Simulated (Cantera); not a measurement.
Input (Python, Cantera):

```python
import numpy as np
import cantera as ct

gas = ct.Solution("gri30.yaml")


def delay(T, t_max=10):
    gas.TPX = T, 57000, {'CH4': 1, 'O2': 1.67, 'N2': 6.27, 'H2': 0.31}
    reactor = ct.IdealGasConstPressureReactor(gas, clone=False)
    net = ct.ReactorNet([reactor])
    net.rtol, net.atol = 1e-8, 1e-16
    while net.time < t_max:
        t_old, T_old = net.time, reactor.T
        net.step()
        if reactor.T > T + 400:  # ignition: a rise of 400 K
            return t_old + (T + 400 - T_old) / (reactor.T - T_old) * (net.time - t_old)
    return np.nan


taus = []
for T in [1075, 1125, 1175, 1225, 1275, 1325, 1375]:
    taus.append(delay(T))
    print(f"T0 = {T:6g} K   tau = {taus[-1]:.4e} s")
```

Result:

```
T0 =   1075 K   tau = 3.1893e-02 s
T0 =   1125 K   tau = 1.8680e-02 s
T0 =   1175 K   tau = 1.1055e-02 s
T0 =   1225 K   tau = 6.6457e-03 s
T0 =   1275 K   tau = 4.0776e-03 s
T0 =   1325 K   tau = 2.5640e-03 s
T0 =   1375 K   tau = 1.6581e-03 s
```

Computed with Cantera and GRI-Mech 3.0 (53 species, 325 reactions).
